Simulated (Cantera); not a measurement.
Charge: 1 mol Al, 1.1 mol Cl2, 31 mol H2, at 0.133 bar.

Cantera equilibrium calculation (NASA polynomials, part measured and part estimated; ideal gas, pure solids and liquids). Candidate condensed phases: Al, AlCl3; 12 gas species. Equilibrium is a limit: real reactors are often held back by kinetics, nucleation or transport.

Which condensed phases are stable at each of these points (T (K)): 898, 948, 998, 1048, 1098, 1148, 1198, 1248, 1298, 1348, 1398, 1448, 1498?


| T (K) | condensed phases | Al condensed (%) |
|---|---|---|
| 898 | Al(s) | 24.4 |
| 948 | Al(l) | 21.0 |
| 998 | Al(l) | 14.1 |
| 1048 | Al(l) | 1.4 |
| 1098 | gas only | 0.0 |
| 1148 | gas only | 0.0 |
| 1198 | gas only | 0.0 |
| 1248 | gas only | 0.0 |
| 1298 | gas only | 0.0 |
| 1348 | gas only | 0.0 |
| 1398 | gas only | 0.0 |
| 1448 | gas only | 0.0 |
| 1498 | gas only | 0.0 |

At 898 K the condensed part is Al(s). From 948 K to 1048 K the condensed part is Al(l). From 1098 K to 1498 K nothing is condensed.
